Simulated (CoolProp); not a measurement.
Ethylene at 217.68 K and 8.07 MPa is throttled through a valve to 2.53 MPa with no heat exchange. Each further row changes one setting.

The numbers come from the reference Helmholtz-energy equation of state, Smukala 2000 in CoolProp.

```csv
case,temperature change (K),final phase,final density (kg/m³)
as stated,___,liquid,___
outlet pressure 0.759 MPa,___,___,___
outlet pressure 3.29 MPa,___,liquid,___
```

Task: Complete the blanks.

Result: 
- as stated, temperature change (K): +1.1
- as stated, final density (kg/m³): 493
- outlet pressure 0.759 MPa, temperature change (K): -4.3
- outlet pressure 0.759 MPa, final phase: two-phase, vapour fraction 0.037
- outlet pressure 0.759 MPa, final density (kg/m³): 217
- outlet pressure 3.29 MPa, temperature change (K): +1.0
- outlet pressure 3.29 MPa, final density (kg/m³): 495
